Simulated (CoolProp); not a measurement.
Saturation properties of normal hydrogen (Tc = -240.0 °C, pc = 1.296 MPa, ω = -0.219).

Model: reference Helmholtz-energy equation of state, Leachman 2009, in CoolProp.

```json
[
 {"T (°C)": "-252.55", "p (MPa)": "0.1084", "liquid cp (kJ/(kg K))": "9.903", "vapour Z": "0.9011", "liquid conductivity (mW/(m K))": "104"},
 {"T (°C)": "-251.45", "p (MPa)": "0.1471", "liquid cp (kJ/(kg K))": "10.57", "vapour Z": "0.8792", "liquid conductivity (mW/(m K))": "104"},
 {"T (°C)": "-250.35", "p (MPa)": "0.1947", "liquid cp (kJ/(kg K))": "11.34", "vapour Z": "0.8551", "liquid conductivity (mW/(m K))": "103"},
 {"T (°C)": "-249.35", "p (MPa)": "0.2466", "liquid cp (kJ/(kg K))": "12.14", "vapour Z": "0.8311", "liquid conductivity (mW/(m K))": "103"},
 {"T (°C)": "-248.25", "p (MPa)": "0.3143", "liquid cp (kJ/(kg K))": "13.19", "vapour Z": "0.8022", "liquid conductivity (mW/(m K))": "102"},
 {"T (°C)": "-247.15", "p (MPa)": "0.3940", "liquid cp (kJ/(kg K))": "14.49", "vapour Z": "0.7706", "liquid conductivity (mW/(m K))": "101"},
 {"T (°C)": "-246.15", "p (MPa)": "0.4779", "liquid cp (kJ/(kg K))": "15.99", "vapour Z": "0.7392", "liquid conductivity (mW/(m K))": "100"},
 {"T (°C)": "-245.05", "p (MPa)": "0.5838", "liquid cp (kJ/(kg K))": "18.21", "vapour Z": "0.7010", "liquid conductivity (mW/(m K))": "98.6"},
 {"T (°C)": "-244.05", "p (MPa)": "0.6936", "liquid cp (kJ/(kg K))": "21.16", "vapour Z": "0.6620", "liquid conductivity (mW/(m K))": "96.7"},
 {"T (°C)": "-242.95", "p (MPa)": "0.8305", "liquid cp (kJ/(kg K))": "26.53", "vapour Z": "0.6128", "liquid conductivity (mW/(m K))": "94.2"},
 {"T (°C)": "-241.85", "p (MPa)": "0.9860", "liquid cp (kJ/(kg K))": "38.08", "vapour Z": "0.5525", "liquid conductivity (mW/(m K))": "91.2"},
 {"T (°C)": "-240.85", "p (MPa)": "1.145", "liquid cp (kJ/(kg K))": "75.85", "vapour Z": "0.4771", "liquid conductivity (mW/(m K))": "89.8"}
]
```

It boils at -252.8 °C under 1 atm.

Thermal conductivity comes from a separate model (Assael 2011).
